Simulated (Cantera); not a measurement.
Charge: 1 mol MgCO3, 0.63 mol C, 0.02 mol CO2, at 1275 K and 3.20 bar.

Equilibrium computed with Cantera from the NASA thermochemical tables; the gas is ideal and each condensed phase is pure. Candidate condensed phases: C, Mg, MgCO3, MgO; 15 gas species. The numbers say what is thermodynamically allowed, not how fast it happens.

Base state: CO 0.764, CO2 0.236 (mole fractions); condensed: MgO(s).

Question: What changes in the equilibrium state with this change: C from 0.63 to 0.023 mol?

Answer: 
```
species      before   after
-----------  ------  ------
CO2           0.236   0.956
CO            0.764  0.0441
MgO(s), mol    1.00    1.00
```
